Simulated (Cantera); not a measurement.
Cantera run:

```python
import numpy as np
import cantera as ct

gas_names = """
    AL ALN ALO ALO2 AL2 AL2O AL2O2 N NO NO2 NO3 N2 N2O O O2 O3
""".split()
cond_names = """
    AL(cr) AL(L) ALN(s) AL2O3(a) AL2O3(L)
""".split()


def load(file, names, dense=False):
    # The tables refer to 1 bar. Condensed volumes are neglected.
    table = {s.name: s for s in ct.Species.list_from_file(file)}
    out = []
    for n in names:
        d = dict(table[n].input_data)
        d["thermo"] = dict(d["thermo"], **{"reference-pressure": 1e5})
        if dense:
            d["equation-of-state"] = {"model": "constant-volume", "density": "1e6 g/cm^3"}
        out.append(ct.Species.from_dict(d))
    return out


gas = ct.Solution(thermo="ideal-gas", species=load("nasa_gas.yaml", gas_names))
cond = {s.name: ct.Solution(thermo="fixed-stoichiometry", species=[s], name=s.name)
        for s in load("nasa_condensed.yaml", cond_names, dense=True)}
atoms = {
    'Al': {'AL': 1},
    'O2': {'O': 2},
    'N2': {'N': 2},
}
top_T = {'ALN(s)': 2750}  # K; cautious upper limits of use, not melting points


def equilibrate(T, P, feed):
    n = {}
    for name, mol in feed.items():
        for a, k in atoms[name].items():
            n[a] = n.get(a, 0.0) + k * mol
    gas.TPX = T, P, n
    mass = sum(n.values()) * gas.mean_molecular_weight
    gas.equilibrate("TP")
    valid = [c for c in cond.values() if c.min_temp <= T <= top_T.get(c.name, c.max_temp)]
    mix = ct.Mixture([(gas, mass / gas.mean_molecular_weight)] + [(c, 0.0) for c in valid])
    mix.T, mix.P = T, P
    mix.equilibrate("TP", solver="vcs", rtol=1e-11, max_steps=5000)
    return mix


results = []
feed = {'Al': 1, 'O2': 3.3, 'N2': 4.3}  # mol
T = 1673.15  # K
P = 3000  # Pa
mix = equilibrate(T, P, feed)
results.append((T, P, feed, dict(zip(mix.species_names, mix.species_moles))))
x = sorted(zip(gas.X, gas.species_names), reverse=True)
print(f"T = {T:g} K  P = {P:g} Pa  gas = {mix.phase_moles(0):.4g} mol")
print("   x: " + "  ".join(f"{s} {v:.3e}" for v, s in x if v > 0.001))
print("   condensed (mol): " + ("  ".join(f"{mix.phase(i).name} {mix.phase_moles(i):.4g}"
      for i in range(1, mix.n_phases) if mix.phase_moles(i) > 1e-12) or "none"))
```

Output:

```
T = 1673.15 K  P = 3000 Pa  gas = 6.85 mol
   x: N2 6.262e-01  O2 3.706e-01  NO 3.096e-03
   condensed (mol): AL2O3(a) 0.5
```

These are equilibrium values from Cantera (NASA tables, ideal gas, pure condensed phases), not measurements of a reactor.
